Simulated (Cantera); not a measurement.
Input: 1 mol Al, 0.66 mol H₂O, 160 mol H₂, 1.2 mol O₂, equilibrated at 0.410 bar.

Method: chemical equilibrium by Gibbs-energy minimisation in Cantera with the NASA 1993 tables (ideal gas, pure condensed phases). Candidate condensed phases: Al, Al₂O₃, H₂O; 19 gas species. Rates play no part. All values below are at 1325 K.

Base state: H₂ 0.990, H₂O 0.00971 (mole fractions); condensed: Al₂O₃(s).

**Question.** What changes in the equilibrium state with this change: Al replaced by Fe?

**Answer.** 
| species | before | after |
|---|---|---|
| H₂ | 0.990 | 0.981 |
| H₂O | 0.00971 | 0.0190 |
| Al₂O₃(s), mol | 0.500 | 0 |
| Fe(γ), mol | 0 | 1.000 |
Further candidate phases: Fe, FeO, Fe(OH)₂, Fe(OH)₃, Fe₂O₃, Fe₃O₄.
